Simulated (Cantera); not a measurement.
Cantera run, input and output.

```python
import numpy as np
import cantera as ct

gas = ct.Solution("gri30.yaml")
gas.TPX = 1550, 170000, {'C3H8': 1, 'O2': 6.41, 'N2': 24.1}
reactor = ct.IdealGasConstPressureReactor(gas, energy="on", clone=False)
net = ct.ReactorNet([reactor])
net.rtol, net.atol = 1e-08, 1e-16
show = ['C3H8', 'O2', 'N2O', 'CH2', 'CH2CO', 'CH4', 'HCO']
times = np.geomspace(2e-06, 3, 11)

steps = ct.SolutionArray(gas, extra=["t"])
rows = []
print(f"{'t/s':>10s}{'T/K':>9s}{'P/Pa':>11s}" + "".join(f"{s:>11s}" for s in show))
for t in times:
    while net.time < t:
        t_next = net.step()
        steps.append(gas.state, t=t_next)
    rows.append([np.interp(t, steps.t, y) for y in (steps.T, steps.P, *steps(*show).X.T)])
    print(f"{t:10.3e}{rows[-1][0]:9.1f}{rows[-1][1]:11.4g}" + "".join(f"{x:11.3e}" for x in rows[-1][2:]))
rate = np.gradient(steps.T, steps.t)
print("integrator steps:", len(steps.t))
if steps.T.max() > steps.T[0] + 200:
    print(f"time of steepest temperature rise: {steps.t[rate.argmax()]:.4e} s")
gas.TPX = 1550, 170000, {'C3H8': 1, 'O2': 6.41, 'N2': 24.1}
gas.equilibrate("HP")
print(f"equilibrium (HP): T = {gas.T:.1f} K  " + "  ".join(f"{s} {gas[s].X[0]:.3e}" for s in show))
```

It prints:

```
       t/s      T/K       P/Pa       C3H8         O2        N2O        CH2      CH2CO        CH4        HCO
 2.000e-06   1546.0    1.7e+05  3.111e-02  2.031e-01  9.804e-11  5.837e-08  1.928e-07  8.995e-06  1.476e-08
 8.292e-06   1539.4    1.7e+05  2.761e-02  2.011e-01  1.082e-09  7.370e-07  2.668e-05  2.105e-04  8.998e-07
 3.438e-05   1877.1    1.7e+05  1.612e-04  1.374e-01  4.639e-08  7.124e-05  5.146e-03  2.576e-03  1.551e-04
 1.425e-04   2663.8    1.7e+05  7.768e-46  5.216e-02  6.588e-07  2.556e-15  4.383e-18  1.426e-16  2.577e-08
 5.908e-04   2734.0    1.7e+05  8.002e-46  4.894e-02  8.888e-07  2.527e-15  3.798e-18  1.728e-16  1.748e-08
 2.449e-03   2724.9    1.7e+05  8.607e-46  4.549e-02  9.631e-07  2.388e-15  3.749e-18  1.780e-16  1.702e-08
 1.016e-02   2721.8    1.7e+05  8.823e-46  4.437e-02  1.002e-06  2.342e-15  3.730e-18  1.798e-16  1.688e-08
 4.210e-02   2721.8    1.7e+05  8.823e-46  4.437e-02  1.002e-06  2.342e-15  3.730e-18  1.798e-16  1.688e-08
 1.745e-01   2721.8    1.7e+05  8.823e-46  4.437e-02  1.002e-06  2.342e-15  3.730e-18  1.798e-16  1.688e-08
 7.236e-01   2721.8    1.7e+05  8.823e-46  4.437e-02  1.002e-06  2.342e-15  3.730e-18  1.798e-16  1.688e-08
 3.000e+00   2721.8    1.7e+05  8.823e-46  4.437e-02  1.002e-06  2.342e-15  3.730e-18  1.798e-16  1.688e-08
integrator steps: 1695
time of steepest temperature rise: 3.6035e-05 s
equilibrium (HP): T = 2721.8 K  C3H8 1.725e-45  O2 4.437e-02  N2O 1.002e-06  CH2 2.724e-15  CH2CO 4.208e-18  CH4 2.492e-16  HCO 1.688e-08
```

Model: GRI-Mech 3.0 (53 species, 325 reactions), integrated in Cantera. GRI-Mech 3.0 was tuned for natural gas; its chemistry of propane as a main component is partial and can be far from experiment.
